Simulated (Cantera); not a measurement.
**HCl + O2 + H2 (abatement and gas-phase synthesis)**

A closed system holds: 1 mol HCl, 0.85 mol O2, 10 mol H2, at 0.000570 bar.

Method: chemical equilibrium by Gibbs-energy minimisation in Cantera with the NASA 1993 tables (ideal gas, pure condensed phases). Candidate condensed phases: H2O; 14 gas species. The numbers say what is thermodynamically allowed, not how fast it happens.

| T (K) | x H2 | x H | x H2O | x HCl | x Cl | x OH |
|---|---|---|---|---|---|---|
| 1700 | 0.750 | 0.00534 | 0.154 | 0.0901 | 0.000499 | 5.67e-5 |
| 1750 | 0.747 | 0.00842 | 0.154 | 0.0897 | 0.000780 | 0.000102 |
| 1800 | 0.743 | 0.0129 | 0.153 | 0.0891 | 0.00119 | 0.000176 |
| 1850 | 0.738 | 0.0194 | 0.153 | 0.0882 | 0.00176 | 0.000296 |
| 1900 | 0.730 | 0.0284 | 0.152 | 0.0869 | 0.00255 | 0.000484 |
| 1950 | 0.719 | 0.0407 | 0.150 | 0.0852 | 0.00362 | 0.000772 |
| 2000 | 0.705 | 0.0572 | 0.148 | 0.0830 | 0.00501 | 0.00120 |
| 2050 | 0.687 | 0.0787 | 0.146 | 0.0801 | 0.00680 | 0.00183 |
| 2100 | 0.663 | 0.106 | 0.142 | 0.0765 | 0.00902 | 0.00272 |
| 2150 | 0.633 | 0.141 | 0.138 | 0.0720 | 0.0117 | 0.00395 |
| 2200 | 0.598 | 0.182 | 0.132 | 0.0668 | 0.0148 | 0.00561 |
x: gas mole fraction; nothing condenses.

From 1700 K to 2200 K nothing is condensed.
